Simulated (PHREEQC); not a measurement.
1 kg of water holding 0.16 mol CaCl2, 0.067 mol KCl, 0.054 mol NaCl and 0.011 mol MgCl2 is evaporated at 75 °C; the solids stay in contact with the brine. The system is closed to CO2. The run lets Bischofite, Brucite, Carnallite, Halite, Portlandite, Sylvite, MgCl2_4H2O precipitate or redissolve, and no other solid.

Equilibrium calculation in PHREEQC: Pitzer model, pitzer.dat.

```csv
water left (kg),ionic strength,water activity,Halite (mol),Mg in solution (mol/kgw),Ca in solution (mol/kgw),K in solution (mol/kgw)
1,0.634,0.988,0,0.0110,0.160,0.0670
0.8219,0.771,0.986,0,0.0134,0.195,0.0815
0.6755,0.939,0.982,0,0.0163,0.237,0.0992
0.5552,1.14,0.978,0,0.0198,0.288,0.121
0.4563,1.39,0.974,0,0.0241,0.351,0.147
0.375,1.69,0.967,0,0.0293,0.427,0.179
0.3082,2.06,0.960,0,0.0357,0.519,0.217
0.2533,2.50,0.950,0,0.0434,0.632,0.264
0.2082,3.04,0.937,0,0.0528,0.768,0.322
0.1711,3.70,0.920,0,0.0643,0.935,0.392
0.1407,4.51,0.898,0,0.0782,1.14,0.476
0.1156,5.48,0.870,0,0.0951,1.38,0.580
0.09502,6.67,0.833,0,0.116,1.68,0.705
0.07809,8.12,0.786,0,0.141,2.05,0.858
0.06418,9.88,0.726,0,0.171,2.49,1.04
0.05275,12.0,0.653,0,0.209,3.03,1.27
0.04335,14.5,0.574,0.00567,0.254,3.69,1.55
0.03564,17.0,0.505,0.0294,0.309,4.49,1.88
```

Halite from water left = 0.04335 kg.

Species that the database lacks are ignored. Constants without temperature data keep their 25 °C values here.
